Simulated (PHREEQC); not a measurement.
Ca(OH)2 is added in steps, without added water, to 1 kg of water holding 38 mmol/kgw H2SO4 and 1.6 mmol/kgw MnSO4, at 20 °C. No oxygen is let in. No CO2 enters from the air. Precipitation was switched off in this run.

Base run: PHREEQC, ion-association model, wateq4f.dat. Each further column changes one thing. The table gives Mn+2 (mol/kgw).

| Ca(OH)2 added (mol) | base | all activity coefficients set to 1 | metal-ligand complexes left out | Davies equation for every ion |
|---|---|---|---|---|
| 0 | 0.00114 | 0.000707 | 0.00160 | 0.00116 |
| 0.003675 | 0.00113 | 0.000695 | 0.00160 | 0.00115 |
| 0.008575 | 0.00112 | ? | 0.00160 | 0.00113 |
| 0.01225 | 0.00111 | ? | 0.00160 | 0.00112 |
| 0.01593 | 0.00109 | ? | 0.00160 | 0.00111 |
| 0.02082 | 0.00108 | 0.000627 | 0.00160 | 0.00110 |
| 0.0245 | 0.00106 | ? | 0.00160 | 0.00108 |
| 0.02817 | 0.00105 | 0.000592 | 0.00160 | 0.00107 |
| 0.03308 | 0.00103 | 0.000568 | 0.00160 | 0.00105 |
| 0.03675 | 0.00101 | ? | 0.00160 | 0.00104 |
| 0.04043 | 0.000336 | ? | ? | 0.000349 |
| 0.04532 | 8.04e-5 | 2.93e-5 | 0.000110 | 8.26e-5 |
| 0.049 | 3.28e-5 | 1.06e-5 | 4.66e-5 | 3.32e-5 |

Question: Fill in the missing entries.

Answer: 
- 0.008575, all activity coefficients set to 1: 0.000677
- 0.01225, all activity coefficients set to 1: 0.000663
- 0.01593, all activity coefficients set to 1: 0.000648
- 0.0245, all activity coefficients set to 1: 0.000610
- 0.03675, all activity coefficients set to 1: 0.000549
- 0.04043, all activity coefficients set to 1: 0.000154
- 0.04043, metal-ligand complexes left out: 0.000462

In at least one series the solution becomes supersaturated in solids that the run did not let form, among them Gypsum, Pyrochroite.
